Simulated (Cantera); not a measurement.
A closed system holds: 1 mol AlCl3, 18 mol N2, 18 mol H2, equilibrated at 827 °C and 20.0 mbar.

Cantera equilibrium calculation (NASA polynomials, part measured and part estimated; ideal gas, pure solids and liquids). Candidate condensed phases: Al, AlCl3, AlN, NH4Cl; 20 gas species. Equilibrium is a limit: real reactors are often held back by kinetics, nucleation or transport.

Base state: N2 0.477, H2 0.459, HCl 0.0540, AlCl3 0.00902 (mole fractions); condensed: AlN(s).

Q: What changes in the equilibrium state with this change: temperature from 827 °C to 1750 °C?

A: 
```tsv
species	before	after
N2	0.477	0.472
H2	0.459	0.442
HCl	0.0540	0.0505
AlCl	1.38e-7	0.0250
AlCl3	0.00902	8.00e-5
Al	<1e-9	8.60e-5
H	1.24e-7	0.00894
Cl	1.30e-8	0.000759
AlN(s), mol	0.666	0
```
The tables' values for AlCl2 are old estimates; treat these amounts as uncertain.

Q: What changes in the equilibrium state with this change: temperature from 827 °C to 1225 °C?

A: 
```tsv
species	before	after
N2	0.477	0.478
H2	0.459	0.461
HCl	0.0540	0.0470
AlCl	1.38e-7	0.00322
AlCl2	4.47e-6	0.00191
AlCl3	0.00902	0.00888
H	1.24e-7	8.25e-5
AlN(s), mol	0.666	0.479
```
The tables' values for AlCl2 are old estimates; treat these amounts as uncertain.

Q: What changes in the equilibrium state with this change: 1 mol O2 added?

A: 
```csv
species,before,after
N2,0.477,0.480
H2,0.459,0.427
HCl,0.0540,0.0800
H2O,0,0.0133
AlCl3,0.00902,1.12e-9
"AlN(s), mol",0.666,0
"Al2O3(s), mol",0,0.500
```
Further candidate phases: Al2O3, H2O.
